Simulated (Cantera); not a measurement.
A jet of CH4 : O2 : N2 = 0.05 : 0.051 : 0.79 (molar parts) at 300 K and 0.370 bar hits a platinum plate 2.5 cm away at a mass flux of 0.083 kg/m²/s; the plate temperature is set and raised in steps from an oxygen-covered start.

Detailed kinetics in Cantera: Deutschmann's 1995 Pt surface mechanism with GRI-Mech 3.0 gas chemistry. Catalytic surfaces can have several steady states; this one follows from the mechanism file's or the stated starting coverage.

x: mole fraction at the wall; θ: surface coverage.

```
plate T (K)  wall x CH4  wall x O2  wall x H2O  wall x OH  wall x CO  wall x CO2  θ free Pt     θ H*   θ CO*     θ C*
-----------  ----------  ---------  ----------  ---------  ---------  ----------  ---------  -------  ------  -------
950              0.0194    0.00542      0.0563      <1e-8     0.0383     3.77e-5      0.244      [?]   0.115    0.639
1000             0.0130    0.00353      0.0533      <1e-8     0.0450     5.53e-5      0.317      [?]  0.0999    0.580
1050            0.00434    0.00125      0.0488      <1e-8     0.0536    0.000331      0.559  0.00434   0.176    0.260
1100            0.00229   0.000714      0.0467      <1e-8     0.0546     0.00162      0.760  0.00445   0.169   0.0660
1150            0.00179   0.000586      0.0445      <1e-8     0.0530     0.00411      0.861  0.00411   0.113   0.0216
1200            0.00159   0.000539      0.0417      <1e-8     0.0501     0.00765      0.919      [?]  0.0691  0.00854
1250            0.00151   0.000524      0.0384    1.43e-8     0.0466      0.0118      0.952      [?]  0.0409  0.00389
1300            0.00149   0.000531      0.0350    3.14e-8     0.0430      0.0161      0.971      [?]  0.0242  0.00198
```

Complete the blanks.


- 950, θ H*: 0.00217
- 1000, θ H*: 0.00301
- 1200, θ H*: 0.00374
- 1250, θ H*: 0.00339
- 1300, θ H*: 0.00308
